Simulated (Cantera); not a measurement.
**Adiabatic ignition**

An adiabatic, constant-volume homogeneous reactor starts with CH₄ : O₂ : N₂ = 1 : 6.25 : 23.5 (molar parts), equivalence ratio 0.32, at 1375 K and 0.570 bar.

Detailed kinetics in Cantera: GRI-Mech 3.0 (53 species, 325 reactions).

```csv
t (s),T (K),P (bar),x CH₄,x O₂,x HCO,x H,x H₂
1.00e-6,1375,0.570,0.0325,0.203,<1e-12,2.41e-10,3.29e-11
2.82e-6,1375,0.570,0.0325,0.203,<1e-12,4.21e-10,1.89e-10
7.95e-6,1375,0.570,0.0325,0.203,<1e-12,5.10e-10,7.96e-10
2.24e-5,1375,0.570,0.0325,0.203,<1e-12,5.68e-10,2.71e-9
6.31e-5,1375,0.570,0.0325,0.203,<1e-12,7.37e-10,9.23e-9
0.000178,1375,0.570,0.0325,0.203,<1e-12,1.33e-9,3.79e-8
0.000502,1375,0.570,0.0325,0.203,6.84e-12,4.30e-9,2.47e-7
0.00141,1375,0.570,0.0324,0.203,2.73e-10,3.84e-8,4.15e-6
0.00399,1408,0.584,0.0280,0.200,3.82e-7,9.16e-6,0.000830
0.0112,2229,0.926,<1e-12,0.137,1.45e-11,0.000107,0.000241
0.0317,2226,0.925,<1e-12,0.136,1.42e-11,0.000106,0.000238
0.0893,2221,0.923,<1e-12,0.135,1.33e-11,0.000101,0.000232
0.252,2212,0.919,<1e-12,0.133,1.18e-11,9.41e-5,0.000221
0.710,2205,0.916,<1e-12,0.132,1.09e-11,8.92e-5,0.000214
2.00,2204,0.915,<1e-12,0.132,1.08e-11,8.87e-5,0.000213
```
x: mole fraction; the columns are a selection and need not sum to one.

The time of steepest temperature rise is 4.27 ms and the temperature at 2.00 s is 2204 K. The equilibrium temperature comes out as 2204 K. The x(CH₄) at 2.00 s comes out as <1e-12 (gas-phase equilibrium <1e-12), the x(O₂) at 2.00 s comes out as 0.132 (gas-phase equilibrium 0.132) and the x(HCO) at 2.00 s is 1.08e-11 (gas-phase equilibrium 1.08e-11).
